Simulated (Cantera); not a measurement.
A closed system holds: 1 mol CaCO₃, 0.14 mol O₂, 3.4 mol H₂O, at 3000 Pa.

These are equilibrium values from Cantera (NASA tables, ideal gas, pure condensed phases), not measurements of a reactor. Candidate condensed phases: C, C₆H₆, C₇H₈, C₈H₁₈, Ca, CaCO₃, CaO, Ca(OH)₂, H₂O; 115 gas species. The numbers say what is thermodynamically allowed, not how fast it happens. All values below are at 925 K.

Base state: H₂O 0.749, CO₂ 0.220, O₂ 0.0308 (mole fractions); condensed: CaO(s).

Problem. What changes in the equilibrium state with this change: pressure from 3000 Pa to 380000 Pa?

Solution. 
```json
[
 {"species": "H₂O", "before": "0.749", "after": "0.958"},
 {"species": "O₂", "before": "0.0308", "after": "0.0394"},
 {"species": "CO₂", "before": "0.220", "after": "0.00272"},
 {"species": "CaO(s), mol", "before": "1.00", "after": "0.00966"},
 {"species": "CaCO₃(calcite), mol", "before": "0", "after": "0.990"}
]
```
